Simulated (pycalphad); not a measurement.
Computed with pycalphad from the COST 507 light-alloy database (1999), at 1 atm. The database dates from 1999; later assessments differ in places, in temperatures and in the compounds included. Phase fractions are per mole of atoms. Diffusion is slow at the low end, where real alloys seldom reach equilibrium.

**Question.** Give the equilibrium state of Ti-3.4Hf-2.3B (at.%) at 1227 °C.

**Answer.** bcc, fraction 0.957, with 3.5 Hf, 0.17 B at.%; BM, fraction 0.043, with 0.29 Hf, 50.0 B at.%.

**Question.** Give the equilibrium state of Ti-3.4Hf-2.3B (at.%) at 552 °C.

**Answer.** hcp, fraction 0.955, with 3.6 Hf, 0.06 B at.%; BM, fraction 0.045, with 0.15 Hf, 50.0 B at.%.

Database names, with the compositions (at.%) that they take in these runs: BM: Ti 50 B 50.
